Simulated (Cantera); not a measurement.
A closed system holds: 1 mol SiH4, 0.15 mol O3, 15 mol H2, equilibrated at 47.0 Pa.

These are equilibrium values from Cantera (NASA tables, ideal gas, pure condensed phases), not measurements of a reactor. Candidate condensed phases: H2O, Si, SiO2; 18 gas species. Gases not in the tables: Si2H6 and higher silanes. The numbers say what is thermodynamically allowed, not how fast it happens.

**Question.** Which condensed phases are stable at each of these points (T (K)): 1573, 1598, 1623, 1648, 1673, 1698, 1723, 1748, 1773, 1798?

**Answer.** 
```json
[
 {"T (K)": "1573", "condensed phases": "Si(s)", "Si condensed (%)": "54.8"},
 {"T (K)": "1598", "condensed phases": "Si(s)", "Si condensed (%)": "54.6"},
 {"T (K)": "1623", "condensed phases": "Si(s)", "Si condensed (%)": "54.4"},
 {"T (K)": "1648", "condensed phases": "Si(s)", "Si condensed (%)": "54.0"},
 {"T (K)": "1673", "condensed phases": "Si(s)", "Si condensed (%)": "53.4"},
 {"T (K)": "1698", "condensed phases": "Si(l)", "Si condensed (%)": "52.4"},
 {"T (K)": "1723", "condensed phases": "Si(l)", "Si condensed (%)": "51.1"},
 {"T (K)": "1748", "condensed phases": "Si(l)", "Si condensed (%)": "49.3"},
 {"T (K)": "1773", "condensed phases": "Si(l)", "Si condensed (%)": "46.6"},
 {"T (K)": "1798", "condensed phases": "Si(l)", "Si condensed (%)": "42.9"}
]
```

From 1573 K to 1673 K the condensed part is Si(s). From 1698 K to 1798 K the condensed part is Si(l).
